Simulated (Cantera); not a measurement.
Input: 1 mol B2O3, 53 mol H2, equilibrated at 1.80 mbar.

Equilibrium computed with Cantera from the NASA thermochemical tables; the gas is ideal and each condensed phase is pure. Candidate condensed phases: B, B2O3, B3O3H3, H2O; 23 gas species. The numbers say what is thermodynamically allowed, not how fast it happens. All values below are at 2075 °C.

Base state: H2 0.712, H 0.246, BO 0.0205, H2O 0.00975, HBO 0.00549, HBO2 0.00484, OH 0.000578, B2O3 0.000402 (mole fractions); condensed: gas only.

### Question
What changes in the equilibrium state with this change: pressure from 1.80 mbar to 43.0 mbar?

### Answer
```json
[
 {"species": "H2", "before": "0.712", "after": "0.901"},
 {"species": "H", "before": "0.246", "after": "0.0565"},
 {"species": "HBO", "before": "0.00549", "after": "0.0142"},
 {"species": "BO", "before": "0.0205", "after": "0.00965"},
 {"species": "O", "before": "0.000135", "after": "3.70e-6"},
 {"species": "OH", "before": "0.000578", "after": "8.72e-5"},
 {"species": "B2O2", "before": "7.41e-5", "after": "0.000394"},
 {"species": "B2O3", "before": "0.000402", "after": "0.00140"}
]
```
